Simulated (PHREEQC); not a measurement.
1 kg of water holding 0.1 mol/kgw NaOH, 0.01 mol/kgw NaCl, 0.24 mol/kgw Na2CO3 and 0.034 mol/kgw Na2SO4 is evaporated at 25 °C; the solids stay in contact with the brine. The system is closed to CO2. The run lets Burkeite, Halite, Mirabilite, Nahcolite, Natron, Thenardite, Trona precipitate or redissolve, and no other solid.

Model: Pitzer model, pitzer.dat, run in PHREEQC.

Question: Predict ionic strength at water left (kg) = 0.8219, 0.5552, 0.3082, 0.2533, 0.04088.

Answer: 
```json
[
 {"water left (kg)": "0.8219", "ionic strength": "1.13"},
 {"water left (kg)": "0.5552", "ionic strength": "1.68"},
 {"water left (kg)": "0.3082", "ionic strength": "3.02"},
 {"water left (kg)": "0.2533", "ionic strength": "3.68"},
 {"water left (kg)": "0.04088", "ionic strength": "12.0"}
]
```
